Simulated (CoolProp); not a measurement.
The numbers come from the reference Helmholtz-energy equation of state, Lemmon 2005 in CoolProp. It is a short technical equation, of lower accuracy than the large ones.

Task: For isobutene, give the phase and the cp (kJ/(kg K)), speed of sound (m/s) at 334.7 K and 0.317 bar; 334.7 K and 2.16 bar; 334.7 K and 4.1 bar.

Result: 
- 334.7 K and 0.317 bar: gas; cp 1.74, speed of sound 232
- 334.7 K and 2.16 bar: gas; cp 1.79, speed of sound 225
- 334.7 K and 4.1 bar: gas; cp 1.85, speed of sound 218
